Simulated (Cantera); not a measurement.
**Equilibrium for boron, boron nitride and boron oxide: B2H6 + O2 + N2 + H2O**

Input: 1 mol B2H6, 1.2 mol O2, 1.8 mol N2, 3.8 mol H2O, equilibrated at 0.248 Torr.

Cantera equilibrium calculation (NASA polynomials, part measured and part estimated; ideal gas, pure solids and liquids). Candidate condensed phases: B, BN, B2O3, B3O3H3, H2O; 39 gas species. The feed counts by its element totals alone. Equilibrium is a limit: real reactors are often held back by kinetics, nucleation or transport.

```
T (K)   x H2  x H2O  x HBO2   x N2   x B2O3       x H  n B2O3(l)
-----  -----  -----  ------  -----  -------  --------  ---------
1350   0.385  0.265   0.155  0.193  0.00213   8.14e-5      0.254
1375   0.376  0.238   0.193  0.188  0.00399  0.000116     0.0374
1400   0.375  0.234   0.199  0.187  0.00465  0.000164          0
1425   0.375  0.234   0.198  0.187  0.00498  0.000230          0
1450   0.375  0.235   0.198  0.187  0.00532  0.000319          0
1475   0.375  0.235   0.197  0.187  0.00567  0.000437          0
1500   0.374  0.235   0.196  0.187  0.00602  0.000593          0
1525   0.374  0.236   0.195  0.187  0.00638  0.000797          0
1550   0.374  0.236   0.194  0.187  0.00675   0.00106          0
```
x: gas mole fraction; n: condensed amount in mol.

From 1350 K to 1375 K the condensed part is B2O3(l). From 1400 K to 1550 K nothing is condensed. The main B-bearing gas is HBO2 throughout.
